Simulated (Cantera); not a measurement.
Input: 1 mol Cu, 0.32 mol F2, 0.59 mol N2, held at 1225 K and 0.000110 bar.

Method: chemical equilibrium by Gibbs-energy minimisation in Cantera with the NASA 1993 tables (ideal gas, pure condensed phases). Candidate condensed phases: Cu, CuF2; 11 gas species. The numbers say what is thermodynamically allowed, not how fast it happens.

Base state: CuF 0.504, N2 0.485, CuF2 0.0111, Cu 0.000220 (mole fractions); condensed: Cu(s).

What changes in the equilibrium state with this change: N2 from 0.59 to 1.5 mol?


```
species       before     after
----------  --------  --------
N2             0.485     0.703
CuF            0.504     0.293
CuF2          0.0111   0.00375
Cu          0.000220  0.000220
Cu(s), mol     0.373     0.368
```

What changes in the equilibrium state with this change: temperature from 1225 K to 498 K?


```
species         before  after
------------  --------  -----
N2               0.485   1.00
CuF              0.504  <1e-9
CuF2            0.0111  <1e-9
Cu            0.000220  <1e-9
Cu(s), mol       0.373  0.680
CuF2(s), mol         0  0.320
```

What changes in the equilibrium state with this change: temperature from 1225 K to 1248 K?


| species | before | after |
|---|---|---|
| CuF | 0.504 | 0.509 |
| N2 | 0.485 | 0.483 |
| CuF2 | 0.0111 | 0.00745 |
| Cu | 0.000220 | 0.000401 |
| Cu(s), mol | 0.373 | 0.369 |
